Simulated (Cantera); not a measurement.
Input (Python, Cantera) and output of one run.

```python
import numpy as np
import cantera as ct

gas_names = """
    CL CL2 Fe FeCL FeCL2 FeCL3 Fe2CL4 Fe2CL6 H HCL H2
""".split()
cond_names = """
    Fe(a) Fe(c) Fe(d) Fe(L) FeCL2(s) FeCL2(L) FeCL3(s) FeCL3(L)
""".split()


# ... load() reads the species with a 1 bar reference pressure and builds the phases ...
atoms = {
    'FeCl3': {'Fe': 1, 'CL': 3},
    'H2': {'H': 2},
}
top_T = {}  # K; cautious upper limits of use, not melting points


# ... equilibrate(T, P, feed) seeds the gas with the atoms and calls Mixture.equilibrate('TP', solver="vcs", rtol=1e-11, max_steps=5000) ...
results = []
feed = {'FeCl3': 1, 'H2': 32}  # mol
T = 1900  # K
P = 2.6  # Pa
mix = equilibrate(T, P, feed)
results.append((T, P, feed, dict(zip(mix.species_names, mix.species_moles))))
print(gas.report(threshold=1e-05))
for i in range(1, mix.n_phases):
    print(f"{mix.phase(i).name:16s} {mix.phase_moles(i):12.5e} mol")
```

Output:

```
       temperature   1900 K
          pressure   2.6 Pa
           density   1.0032e-06 kg/m^3
  mean mol. weight   6.0952 kg/kmol
   phase of matter   gas

                          1 kg             1 kmol
                     ---------------   ---------------
          enthalpy        1.3504e+07         8.231e+07  J
   internal energy        1.0912e+07        6.6513e+07  J
           entropy             46268        2.8201e+05  J/K
    Gibbs function       -7.4406e+07       -4.5351e+08  J
 heat capacity c_p            5213.7             31778  J/K
 heat capacity c_v            3849.6             23464  J/K

                      mass frac. Y      mole frac. X     chem. pot. / RT
                     ---------------   ---------------   ---------------
                CL          0.055712         0.0095789           -30.113
                Fe           0.24582           0.02683           -12.522
             FeCL2         0.0010526        5.0619e-05           -72.747
                 H          0.022395           0.13542           -15.077
               HCL           0.42451          0.070972            -45.19
                H2           0.25043           0.75714           -30.154
     [   +5 minor]        7.5866e-05        5.0673e-06

Fe(L)             0.00000e+00 mol
FeCL2(L)          0.00000e+00 mol
FeCL3(L)          0.00000e+00 mol
```

These are equilibrium values from Cantera (NASA tables, ideal gas, pure condensed phases), not measurements of a reactor.
